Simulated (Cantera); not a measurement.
Feed: 1 mol CO2, 0.019 mol O2, equilibrated at 750 °C and 74.0 Pa.

Method: chemical equilibrium by Gibbs-energy minimisation in Cantera with the NASA 1993 tables (ideal gas, pure condensed phases). Candidate condensed phases: C; 12 gas species. Equilibrium is a limit: real reactors are often held back by kinetics, nucleation or transport.

Base state: CO2 0.981, O2 0.0186 (mole fractions); condensed: gas only.

### Question
What changes in the equilibrium state with this change: CO2 replaced by HI?

### Answer
| species | before | after |
|---|---|---|
| I | 0 | 0.393 |
| HI | 0 | 0.361 |
| H2 | 0 | 0.191 |
| CO2 | 0.981 | 0 |
| H2O | 0 | 0.0305 |
| I2 | 0 | 0.0245 |
| O2 | 0.0186 | <1e-9 |
Further candidate phases: H2O, I2.
